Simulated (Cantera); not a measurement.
What does this Cantera script print?

```python
import numpy as np
import cantera as ct

gas = ct.Solution("gri30.yaml")
gas.TPX = 423, 500000, {'CH4': 1, 'C2H6': 0.063, 'C3H8': 0.26, 'O2': 4.14, 'N2': 15.6}
flame = ct.FreeFlame(gas, width=0.013)
flame.set_refine_criteria(ratio=3, slope=0.08, curve=0.16)
flame.transport_model = "mixture-averaged"
flame.solve(loglevel=0, auto=True)
z, T = flame.grid, flame.T
thick = (T[-1] - T[0]) / np.gradient(T, z).max()
show = ['CH4', 'C2H6', 'C3H8', 'CH2O', 'H2O', 'O']
print(f"laminar burning velocity  {flame.velocity[0] * 100:.3f} cm/s")
print(f"burnt temperature         {T[-1]:.1f} K")
print(f"thermal thickness         {thick * 1e3:.4f} mm")
print(f"grid points               {len(z)}")
z0 = z[flame.heat_release_rate.argmax()]
print(f"{'z/mm':>9s}{'T/K':>9s}{'u/(m/s)':>9s}" + "".join(f"{s:>11s}" for s in show))
rows = []
for k in (-3, -2, -1.5, -1, -0.5, -0.25, 0, 0.25, 0.5, 1, 2, 4, 8):
    zz = z0 + k * thick
    rows.append([k * thick, np.interp(zz, z, T), np.interp(zz, z, flame.velocity),
                 *(np.interp(zz, z, flame.X[gas.species_index(s)]) for s in show)])
    print(f"{rows[-1][0] * 1e3:9.3f}{rows[-1][1]:9.1f}{rows[-1][2]:9.3f}" + "".join(f"{x:11.3e}" for x in rows[-1][3:]))
```

It prints:

```
laminar burning velocity  35.875 cm/s
burnt temperature         2187.0 K
thermal thickness         0.1194 mm
grid points               141
     z/mm      T/K  u/(m/s)        CH4       C2H6       C3H8       CH2O        H2O          O
   -0.358    423.4    0.359  4.743e-02  2.990e-03  1.234e-02  1.956e-07  7.290e-05  1.146e-16
   -0.239    426.5    0.362  4.726e-02  2.986e-03  1.233e-02  2.766e-06  6.019e-04  2.880e-14
   -0.179    440.8    0.375  4.668e-02  2.975e-03  1.230e-02  2.053e-05  2.696e-03  1.877e-12
   -0.119    525.7    0.449  4.368e-02  2.895e-03  1.206e-02  1.819e-04  1.345e-02  2.141e-10
   -0.060    945.4    0.820  3.003e-02  2.215e-03  8.554e-03  1.282e-03  5.667e-02  5.118e-07
   -0.030   1348.8    1.183  1.672e-02  1.206e-03  2.942e-03  1.506e-03  9.333e-02  2.695e-05
    0.000   1738.1    1.532  3.653e-03  7.819e-05  4.942e-05  4.805e-04  1.264e-01  5.088e-04
    0.030   1910.6    1.676  1.684e-04  1.059e-07  6.497e-09  3.768e-05  1.381e-01  1.680e-03
    0.060   1986.6    1.733  4.010e-06  4.880e-11  2.517e-13  1.104e-06  1.407e-01  1.822e-03
    0.119   2068.8    1.795  5.254e-09  3.619e-16  6.129e-20  1.784e-09  1.437e-01  1.287e-03
    0.239   2135.0    1.845  1.571e-13  1.528e-22  4.871e-30  1.418e-11  1.471e-01  6.648e-04
    0.477   2172.1    1.873  3.053e-15 -7.622e-27  7.738e-39  3.370e-12  1.493e-01  3.174e-04
    0.955   2185.1    1.883  3.082e-16 -7.534e-28 -1.746e-38  1.333e-12  1.501e-01  2.081e-04
```

Cantera simulation using GRI-Mech 3.0 (53 species, 325 reactions); the numbers are that mechanism's predictions, not measurements. GRI-Mech 3.0 was tuned for natural gas; its chemistry of propane as a main component is partial and can be far from experiment. Burning velocities carry a grid error of a few per cent, more on coarse grids.
